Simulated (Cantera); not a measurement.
An isothermal, constant-pressure homogeneous reactor starts with 19.2 % C2H6, 80.8 % N2, at 1725 K and 0.0691 atm.

Cantera simulation using GRI-Mech 3.0 (53 species, 325 reactions); the numbers are that mechanism's predictions, not measurements. GRI-Mech 3.0 stops at C3 and has no aromatics, soot or wall deposition, so with more carbon than oxygen in the feed, carbon stays in small species such as C2H2 where larger ones or solid carbon would form.

One state of this run: x C2H6 = 0.0908; x CH2 = 7.47e-5; x H2 = 0.0453; x H = 0.00103; x CH4 = 0.0219; x CH3 = 0.0380; x C2H2 = 0.00305. x: mole fraction; the columns are a selection and need not sum to one.

Question: Which value of t (s) does it belong to?
(A) 0.00179
(B) 7.33e-5
(C) 3.00e-6
(D) 0.368

Answer: B, 7.33e-5
